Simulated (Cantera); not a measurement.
Input: 1 mol AlI3, 2.6 mol N2O, 16 mol N2, 10 mol O2, at 0.490 bar.

These are equilibrium values from Cantera (NASA tables, ideal gas, pure condensed phases), not measurements of a reactor. Candidate condensed phases: Al, AlI3, AlN, Al2O3, I2; 21 gas species. The numbers say what is thermodynamically allowed, not how fast it happens.

Question: At 1552 °C, list the 5 most abundant gas species with their mole fractions, and the condensed phases.

Answer: N2 0.576, O2 0.326, I 0.0927, NO 0.00481, I2 0.000301. Condensed: Al2O3(s).
